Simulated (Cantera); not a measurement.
What does this Cantera script print?

```python
import numpy as np
import cantera as ct

gas = ct.Solution("gri30.yaml")


def delay(T, t_max=10):
    gas.TPX = T, 65000, {'CH4': 1, 'O2': 2, 'N2': 5.6}
    reactor = ct.IdealGasReactor(gas, clone=False)
    net = ct.ReactorNet([reactor])
    net.rtol, net.atol = 1e-8, 1e-16
    while net.time < t_max:
        t_old, T_old = net.time, reactor.T
        net.step()
        if reactor.T > T + 400:  # ignition: a rise of 400 K
            return t_old + (T + 400 - T_old) / (reactor.T - T_old) * (net.time - t_old)
    return np.nan


taus = []
for T in [1200, 1250, 1300, 1350, 1400, 1450]:
    taus.append(delay(T))
    print(f"T0 = {T:6g} K   tau = {taus[-1]:.4e} s")
```

It prints:

```
T0 =   1200 K   tau = 4.8558e-02 s
T0 =   1250 K   tau = 2.3756e-02 s
T0 =   1300 K   tau = 1.2099e-02 s
T0 =   1350 K   tau = 6.4153e-03 s
T0 =   1400 K   tau = 3.5471e-03 s
T0 =   1450 K   tau = 2.0490e-03 s
```

Detailed kinetics in Cantera: GRI-Mech 3.0 (53 species, 325 reactions).
